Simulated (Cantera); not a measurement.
Input: 1 mol Si2Cl6, 0.23 mol Cl2, 4.6 mol N2, equilibrated at 0.750 Torr.

Cantera equilibrium calculation (NASA polynomials, part measured and part estimated; ideal gas, pure solids and liquids). Candidate condensed phases: Si, Si3N4; 13 gas species. The feed counts by its element totals alone. N2 is the only nitrogen source here; it is nearly inert below about 1500 K, so the nitride shown seldom forms there in practice. The tables' values for SiCl3 are old estimates; treat these amounts as uncertain. Kinetics and transport are ignored.

x: gas mole fraction; n: condensed amount in mol.

| T (K) | x N2 | x SiCl4 | x SiCl3 | x SiCl2 | x Cl | x Cl2 | n Si3N4(s) |
|---|---|---|---|---|---|---|---|
| 923 | 0.729 | 0.271 | 0.000120 | ? | 1.13e-8 | 1.02e-11 | 0.128 |
| 948 | 0.729 | 0.271 | 0.000213 | ? | 2.46e-8 | 2.06e-11 | 0.128 |
| 973 | 0.729 | 0.271 | 0.000366 | ? | 5.15e-8 | 4.02e-11 | 0.128 |
| 998 | 0.729 | 0.270 | 0.000613 | ? | 1.04e-7 | 7.60e-11 | 0.128 |
| 1023 | 0.729 | 0.270 | 0.001000 | ? | 2.03e-7 | 1.39e-10 | 0.128 |
| 1048 | 0.729 | 0.270 | 0.00159 | ? | 3.83e-7 | 2.47e-10 | 0.127 |
| 1073 | 0.729 | 0.269 | 0.00247 | ? | 7.03e-7 | 4.27e-10 | 0.127 |
| 1098 | 0.728 | 0.267 | 0.00376 | ? | 1.25e-6 | 7.20e-10 | 0.126 |
| 1123 | 0.728 | 0.265 | 0.00560 | ? | 2.18e-6 | 1.18e-9 | 0.124 |
| 1148 | 0.727 | 0.262 | 0.00817 | ? | 3.69e-6 | 1.90e-9 | 0.121 |
| 1173 | 0.726 | 0.257 | 0.0117 | ? | 6.11e-6 | 2.97e-9 | 0.117 |
| 1198 | 0.724 | 0.250 | 0.0163 | ? | 9.87e-6 | 4.55e-9 | 0.111 |

Fill in the missing entries.


- 923, x SiCl2: 2.15e-6
- 948, x SiCl2: 5.67e-6
- 973, x SiCl2: 1.42e-5
- 998, x SiCl2: 3.41e-5
- 1023, x SiCl2: 7.81e-5
- 1048, x SiCl2: 0.000172
- 1073, x SiCl2: 0.000364
- 1098, x SiCl2: 0.000744
- 1123, x SiCl2: 0.00147
- 1148, x SiCl2: 0.00281
- 1173, x SiCl2: 0.00521
- 1198, x SiCl2: 0.00936
